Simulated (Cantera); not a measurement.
Charge: 1 mol Si, 3.8 mol NF3, 0.52 mol N2, equilibrated at 1423 K and 13.3 mbar.

Equilibrium computed with Cantera from the NASA thermochemical tables; the gas is ideal and each condensed phase is pure. Candidate condensed phases: Si, Si3N4; 16 gas species. Rates play no part.

Base state: F 0.682, N2 0.224, SiF4 0.0926, F2 0.00172 (mole fractions); condensed: gas only.

Q: What changes in the equilibrium state with this change: temperature from 1423 K to 598.15 K?

A: 
```csv
species,before,after
NF3,1.92e-9,0.502
N2,0.224,0.260
SiF4,0.0926,0.211
F,0.682,0.000193
F2,0.00172,0.0279
```
